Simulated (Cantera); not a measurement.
Feed: 1 mol SiCl4, 2.7 mol NO, held at 0.975 Torr.

Method: chemical equilibrium by Gibbs-energy minimisation in Cantera with the NASA 1993 tables (ideal gas, pure condensed phases). Candidate condensed phases: Si, SiO2, Si2N2O, Si3N4; 23 gas species. The tables hold silica as quartz up to 1696 K and as liquid above; real silica turns to tridymite and cristobalite and melts near 1996 K. Equilibrium is a limit: real reactors are often held back by kinetics, nucleation or transport.

x: gas mole fraction; n: condensed amount in mol.

| T (°C) | x Cl | x Cl2 | x N2 | x O2 | x NO | x ClO | n SiO2(α-quartz) | n SiO2(β-quartz) |
|---|---|---|---|---|---|---|---|---|
| 552 | 0.000335 | 0.540 | 0.365 | 0.0946 | 1.39e-6 | 4.08e-7 | 1.00 | 0 |
| 627 | (withheld) | 0.539 | 0.365 | 0.0945 | (withheld) | (withheld) | 0 | 1.00 |
| 702 | 0.00538 | 0.536 | 0.364 | 0.0943 | 1.07e-5 | 3.97e-6 | 0 | 1.00 |
| 777 | 0.0160 | 0.528 | 0.362 | 0.0938 | 2.39e-5 | 9.63e-6 | 0 | 1.00 |
| 852 | 0.0406 | 0.509 | 0.357 | 0.0926 | 4.75e-5 | 2.05e-5 | 0 | 1.00 |
| 927 | 0.0900 | 0.471 | 0.348 | 0.0903 | 8.53e-5 | 3.84e-5 | 0 | 1.00 |
| 1002 | 0.175 | 0.406 | 0.333 | 0.0862 | 0.000140 | 6.35e-5 | 0 | 1.00 |
| 1077 | (withheld) | (withheld) | 0.311 | 0.0805 | (withheld) | (withheld) | 0 | 1.00 |
| 1152 | 0.433 | 0.207 | 0.286 | 0.0739 | 0.000297 | 0.000115 | 0 | 1.000 |
| 1227 | 0.551 | 0.116 | 0.264 | 0.0682 | 0.000404 | 0.000128 | 0 | 1.000 |

Q: What belongs in the gaps?

A: 
- 1077, x Cl: 0.296
- 1077, x Cl2: 0.313
- 1077, x NO: 0.000211
- 1077, x ClO: 9.18e-5
- 627, x Cl: 0.00151
- 627, x NO: 4.21e-6
- 627, x ClO: 1.40e-6
